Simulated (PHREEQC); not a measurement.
A column of 0.5 m (40 cells, dispersivity 0.018 m, 300 s a shift, diffusion coefficient 3e-10 m²/s) holds 0.016 eq of the database's cation exchanger X per kg of pore water, first in equilibrium with 0.00051 mol CdCl2, 0.0005 mol BaCl2 and 1e-05 mol HCl per kg of water. It is flushed with 0.015 mol BaCl2, 0.00069 mol ZnCl2 and 1e-05 mol HCl per kg of water, at 40 °C. Values are for the last cell. CO2 from the air is kept out. Precipitation was switched off in this run.

Base run: PHREEQC, ion-association model, phreeqc.dat. Each further column changes one thing. The table gives Cd in solution (mol/kgw).

```csv
pore volumes,base,exchange capacity from 0.016 to 0.008 eq/kgw,dispersivity from 0.018 to 0.036 m
0,0.000510,0.000510,0.000510
0.3875,0.000511,0.000511,0.000558
0.7625,0.00212,0.00209,0.00302
1.137,0.00498,0.00206,0.00358
1.512,0.00140,0.000399,0.00145
1.887,0.000235,5.52e-5,0.000476
2.138,6.52e-5,1.36e-5,0.000220
2.513,8.89e-6,1.53e-6,6.75e-5
2.888,1.15e-6,1.63e-7,2.05e-5
3.263,1.42e-7,1.66e-8,6.16e-6
3.638,1.72e-8,1.66e-9,1.85e-6
4.013,2.04e-9,1.62e-10,5.53e-7
```

Constants without temperature data keep their 25 °C values here.
